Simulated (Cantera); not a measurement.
A closed system holds: 1 mol BCl₃, 1.5 mol O₂, 13 mol N₂, 0.45 mol H₂O, held at 13.3 mbar.

Equilibrium computed with Cantera from the NASA thermochemical tables; the gas is ideal and each condensed phase is pure. Candidate condensed phases: B, BN, B₂O₃, B₃O₃H₃, H₂O, NH₄Cl; 49 gas species. The tables' values for BOCl are old estimates; treat these amounts as uncertain. Kinetics and transport are ignored. All values below are at 1400 °C.

Base state: N₂ 0.747, Cl 0.113, O₂ 0.0538, HCl 0.0436, B₂O₃ 0.0223, HBO₂ 0.00785, Cl₂ 0.00615, BOCl 0.00358 (mole fractions); condensed: gas only.

Problem. What changes in the equilibrium state with this change: H₂O from 0.45 to 0.27 mol?

Solution. 
```csv
species,before,after
N₂,0.747,0.753
Cl,0.113,0.127
O₂,0.0538,0.0501
HCl,0.0436,0.0268
B₂O₃,0.0223,0.0239
H₂O,0.000157,4.52e-5
OH,2.50e-5,1.32e-5
HBO₂,0.00785,0.00437
```
